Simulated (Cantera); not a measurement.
What does this Cantera script print?

```python
import numpy as np
import cantera as ct

gas_names = [...]  # 130 gases of nasa_gas.yaml made of C, H, Mg, O, S
cond_names = """
    C(gr) C6H6(L) C7H8(L) C8H18(L),n-octa H2O(s) H2O(L) H2SO4(L) Mg(cr) Mg(L) MgCO3(s) MgO(s) MgO(L)
    MgO2H2(s) MgS(s) MgSO4(s) MgSO4(L) S(cr1) S(cr2) S(L)
""".split()


# ... load() reads the species with a 1 bar reference pressure and builds the phases ...
atoms = {
    'MgSO4': {'Mg': 1, 'S': 1, 'O': 4},
    'H2O': {'H': 2, 'O': 1},
    'CO2': {'C': 1, 'O': 2},
}
top_T = {'C(gr)': 4500, 'MgS(s)': 2250}  # K; cautious upper limits of use, not melting points


# ... equilibrate(T, P, feed) seeds the gas with the atoms and calls Mixture.equilibrate('TP', solver="vcs", rtol=1e-11, max_steps=5000) ...
results = []
T = 2050  # K
P = 360  # Pa
for m in [0.056, 0.066, 0.079, 0.094, 0.11, 0.13, 0.16, 0.19, 0.22, 0.27, 0.32, 0.38]:
    feed = {'MgSO4': 1, 'H2O': m, 'CO2': 0.41}  # mol
    mix = equilibrate(T, P, feed)
    results.append((T, P, feed, dict(zip(mix.species_names, mix.species_moles))))
    x = sorted(zip(gas.X, gas.species_names), reverse=True)
    print(f"T = {T:g} K  P = {P:g} Pa  n(H2O) = {m:g} mol  gas = {mix.phase_moles(0):.4g} mol")
    print("   x: " + "  ".join(f"{s} {v:.3e}" for v, s in x if v > 0.0001))
    print("   condensed (mol): " + ("  ".join(f"{mix.phase(i).name} {mix.phase_moles(i):.4g}"
          for i in range(1, mix.n_phases) if mix.phase_moles(i) > 1e-12) or "none"))
```

Result:

```
T = 2050 K  P = 360 Pa  n(H2O) = 0.056 mol  gas = 1.995 mol
   x: SO2 4.974e-01  O2 2.538e-01  CO2 1.928e-01  H2O 2.462e-02  CO 1.268e-02  O 8.170e-03  OH 5.519e-03  SO 3.802e-03  H 6.969e-04  H2 3.397e-04  Mg 1.170e-04
   condensed (mol): MgO(s) 0.9997
T = 2050 K  P = 360 Pa  n(H2O) = 0.066 mol  gas = 2.006 mol
   x: SO2 4.947e-01  O2 2.524e-01  CO2 1.918e-01  H2O 2.912e-02  CO 1.265e-02  O 8.148e-03  OH 5.994e-03  SO 3.793e-03  H 7.591e-04  H2 4.030e-04  Mg 1.173e-04
   condensed (mol): MgO(s) 0.9997
T = 2050 K  P = 360 Pa  n(H2O) = 0.079 mol  gas = 2.019 mol
   x: SO2 4.914e-01  O2 2.506e-01  CO2 1.905e-01  H2O 3.494e-02  CO 1.260e-02  O 8.119e-03  OH 6.554e-03  SO 3.780e-03  H 8.329e-04  H2 4.853e-04  Mg 1.177e-04
   condensed (mol): MgO(s) 0.9997
T = 2050 K  P = 360 Pa  n(H2O) = 0.094 mol  gas = 2.035 mol
   x: SO2 4.876e-01  O2 2.486e-01  CO2 1.889e-01  H2O 4.159e-02  CO 1.255e-02  O 8.086e-03  OH 7.136e-03  SO 3.766e-03  H 9.105e-04  H2 5.799e-04  Mg 1.182e-04
   condensed (mol): MgO(s) 0.9997
T = 2050 K  P = 360 Pa  n(H2O) = 0.11 mol  gas = 2.051 mol
   x: SO2 4.836e-01  O2 2.465e-01  CO2 1.874e-01  H2O 4.859e-02  CO 1.250e-02  O 8.053e-03  OH 7.698e-03  SO 3.751e-03  H 9.862e-04  H2 6.804e-04  Mg 1.187e-04
   condensed (mol): MgO(s) 0.9997
T = 2050 K  P = 360 Pa  n(H2O) = 0.13 mol  gas = 2.072 mol
   x: SO2 4.788e-01  O2 2.440e-01  CO2 1.854e-01  H2O 5.722e-02  CO 1.243e-02  OH 8.331e-03  O 8.011e-03  SO 3.733e-03  H 1.073e-03  H2 8.054e-04  Mg 1.193e-04
   condensed (mol): MgO(s) 0.9997
T = 2050 K  P = 360 Pa  n(H2O) = 0.16 mol  gas = 2.103 mol
   x: SO2 4.716e-01  O2 2.403e-01  CO2 1.826e-01  H2O 6.989e-02  CO 1.234e-02  OH 9.173e-03  O 7.950e-03  SO 3.705e-03  H 1.190e-03  H2 9.912e-04  Mg 1.202e-04
   condensed (mol): MgO(s) 0.9997
T = 2050 K  P = 360 Pa  n(H2O) = 0.19 mol  gas = 2.134 mol
   x: SO2 4.648e-01  O2 2.367e-01  CO2 1.798e-01  H2O 8.223e-02  CO 1.224e-02  OH 9.913e-03  O 7.891e-03  SO 3.679e-03  H 1.296e-03  H2 1.175e-03  Mg 1.211e-04
   condensed (mol): MgO(s) 0.9997
T = 2050 K  P = 360 Pa  n(H2O) = 0.22 mol  gas = 2.165 mol
   x: SO2 4.581e-01  O2 2.333e-01  CO2 1.772e-01  H2O 9.424e-02  CO 1.215e-02  OH 1.057e-02  O 7.834e-03  SO 3.652e-03  H 1.393e-03  H2 1.357e-03  Mg 1.220e-04
   condensed (mol): MgO(s) 0.9997
T = 2050 K  P = 360 Pa  n(H2O) = 0.27 mol  gas = 2.217 mol
   x: SO2 4.474e-01  O2 2.278e-01  CO2 1.729e-01  H2O 1.136e-01  CO 1.200e-02  OH 1.154e-02  O 7.741e-03  SO 3.610e-03  H2 1.654e-03  H 1.538e-03  Mg 1.235e-04
   condensed (mol): MgO(s) 0.9997
T = 2050 K  P = 360 Pa  n(H2O) = 0.32 mol  gas = 2.269 mol
   x: SO2 4.371e-01  O2 2.226e-01  CO2 1.689e-01  H2O 1.321e-01  OH 1.237e-02  CO 1.186e-02  O 7.652e-03  SO 3.568e-03  H2 1.946e-03  H 1.668e-03  Mg 1.249e-04
   condensed (mol): MgO(s) 0.9996
T = 2050 K  P = 360 Pa  n(H2O) = 0.38 mol  gas = 2.331 mol
   x: SO2 4.255e-01  O2 2.167e-01  CO2 1.642e-01  H2O 1.532e-01  OH 1.324e-02  CO 1.169e-02  O 7.550e-03  SO 3.520e-03  H2 2.288e-03  H 1.809e-03  Mg 1.266e-04
   condensed (mol): MgO(s) 0.9996
```

These are equilibrium values from Cantera (NASA tables, ideal gas, pure condensed phases), not measurements of a reactor.
